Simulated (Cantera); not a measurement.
Abatement and gas-phase synthesis: PH3 + H2O + O2

Feed: 1 mol PH3, 0.89 mol H2O, 0.053 mol O2, equilibrated at 0.0620 bar.

Method: chemical equilibrium by Gibbs-energy minimisation in Cantera with the NASA 1993 tables (ideal gas, pure condensed phases). Candidate condensed phases: H2O, P, P4O10; 17 gas species. Gases not in the tables: HPO2, HPO3 and P4O6. Kinetics and transport are ignored.

```
T (K)  log p H2  log p H2O  log p PO  log p P2  log p PO2  log p H
-----  --------  ---------  --------  --------  ---------  -------
1698      -1.44      -1.89     -2.50     -2.12      -2.65    -4.56
1748      -1.43      -1.92     -2.42     -2.15      -2.64    -4.36
1798      -1.43      -1.96     -2.35     -2.17      -2.63    -4.17
1848      -1.42      -1.99     -2.29     -2.20      -2.63    -3.99
1898      -1.42      -2.03     -2.23     -2.23      -2.64    -3.82
1948      -1.41      -2.06     -2.18     -2.26      -2.65    -3.65
1998      -1.41      -2.10     -2.13     -2.29      -2.67    -3.50
2048      -1.41      -2.13     -2.09     -2.33      -2.69    -3.35
2098      -1.40      -2.17     -2.06     -2.36      -2.71    -3.21
2148      -1.40      -2.21     -2.03     -2.40      -2.74    -3.08
2198      -1.40      -2.25     -2.00     -2.43      -2.76    -2.96
2248      -1.40      -2.28     -1.98     -2.47      -2.80    -2.83
```
log p: log10 of the partial pressure in bar; nothing condenses.

From 1698 K to 2248 K nothing is condensed.
